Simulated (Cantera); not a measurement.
**Catalytic stagnation flow on Pt**

A jet of 3.94 % CH4, 7.09 % O2, 89.0 % N2, equivalence ratio 1.1 at 300 K and 71.3 Torr hits a platinum plate 2.7 cm away at a mass flux of 0.021 kg/m²/s; the plate temperature is set and raised in steps from an oxygen-covered start.

Model: Deutschmann's 1995 Pt surface mechanism with GRI-Mech 3.0 gas chemistry, integrated in Cantera. Catalytic surfaces can have several steady states; this one follows from the mechanism file's or the stated starting coverage.

```tsv
plate T (K)	wall x CH4	wall x O2	wall x H2O	wall x OH	wall x CO	wall x CO2	θ free Pt	θ CO*	θ C*
900	0.00295	0.00150	0.0675	<1e-8	0.0151	0.0269	0.736	0.263	0.00154
950	0.00229	0.00123	0.0685	<1e-8	0.0173	0.0252	0.841	0.157	0.00134
1000	0.00198	0.00111	0.0686	<1e-8	0.0180	0.0247	0.913	0.0854	0.000980
1050	0.00186	0.00108	0.0682	<1e-8	0.0179	0.0250	0.955	0.0440	0.000637
1100	0.00182	0.00108	0.0673	1.16e-8	0.0171	0.0259	0.977	0.0224	0.000389
1150	0.00183	0.00112	0.0661	2.86e-8	0.0158	0.0274	0.988	0.0114	0.000229
```
x: mole fraction at the wall; θ: surface coverage.
